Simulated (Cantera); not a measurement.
An isothermal, constant-pressure homogeneous reactor starts with CH4 : H2 = 1 : 1.3 (molar parts), at 1450 K and 0.0178 atm. Integrator tolerance rtol = 1e-08.

Computed with Cantera and GRI-Mech 3.0 (53 species, 325 reactions). GRI-Mech 3.0 stops at C3 and has no aromatics, soot or wall deposition, so with more carbon than oxygen in the feed, carbon stays in small species such as C2H2 where larger ones or solid carbon would form. Radical loss at walls, strong at low pressure, is not modelled.

Q: What does this change do: temperature 1450 to 1198 K?

A: 
```
quantity                                            before                                      after
----------------  ----------------------------------------  -----------------------------------------
x(CH4) at 100 s     0.0535 (gas-phase equilibrium 0.00793)        0.434 (gas-phase equilibrium 0.165)
x(H2) at 100 s         0.813 (gas-phase equilibrium 0.843)        0.566 (gas-phase equilibrium 0.739)
x(C2H4) at 100 s  0.000981 (gas-phase equilibrium 0.00106)    0.000180 (gas-phase equilibrium 0.0136)
x(C2H6) at 100 s   2.98e-6 (gas-phase equilibrium 2.06e-7)    1.30e-5 (gas-phase equilibrium 2.81e-5)
x(C2H2) at 100 s       0.132 (gas-phase equilibrium 0.148)     8.59e-5 (gas-phase equilibrium 0.0824)
x(CH2) at 100 s   2.93e-9 (gas-phase equilibrium 7.39e-10)  1.39e-12 (gas-phase equilibrium 4.33e-12)
```
